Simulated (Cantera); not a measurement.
A perfectly stirred reactor is fed with H2 : O2 : N2 = 0.14 : 1 : 0.38 (molar parts), equivalence ratio 0.070, at 1.88 Torr; it is held at 1423 K, and followed from long to short residence time.

Detailed kinetics in Cantera: GRI-Mech 3.0 (53 species, 325 reactions). Radical loss at walls, strong at low pressure, is not modelled. The temperature is held fixed by assumption; the heat of reaction is taken as removed at once.

Task: What does this change do: pressure from 1.88 Torr to 1.05 Torr?

Result: 
| quantity | before | after |
|---|---|---|
| x(H2) at τ = 0.680 s | 0.00254 | 0.00306 |
| x(O2) at τ = 0.680 s | 0.604 | 0.595 |
| x(NO) at τ = 0.680 s | 9.11e-7 | 4.89e-7 |
| x(H) at τ = 0.680 s | 0.0122 | 0.0166 |
| x(N2O) at τ = 0.680 s | 5.96e-10 | 3.01e-10 |
| x(H2) at τ = 20.0 ms | 0.00540 | 0.00704 |
| x(O2) at τ = 20.0 ms | 0.592 | 0.594 |
| x(NO) at τ = 20.0 ms | 5.43e-8 | 1.75e-8 |
| x(H) at τ = 20.0 ms | 0.0201 | 0.0206 |
| x(N2O) at τ = 20.0 ms | 3.95e-10 | 1.86e-10 |

Task: What does this change do: temperature 1423 to 1248 K?

Result: 
```
quantity                 before     after
---------------------  --------  --------
x(H2) at τ = 0.680 s    0.00254   0.00219
x(O2) at τ = 0.680 s      0.604     0.613
x(NO) at τ = 0.680 s    9.11e-7   5.24e-7
x(H) at τ = 0.680 s      0.0122    0.0117
x(N2O) at τ = 0.680 s  5.96e-10  5.36e-10
x(H2) at τ = 20.0 ms    0.00540   0.00732
x(O2) at τ = 20.0 ms      0.592     0.600
x(NO) at τ = 20.0 ms    5.43e-8   4.56e-8
x(H) at τ = 20.0 ms      0.0201    0.0251
x(N2O) at τ = 20.0 ms  3.95e-10  2.68e-10
```
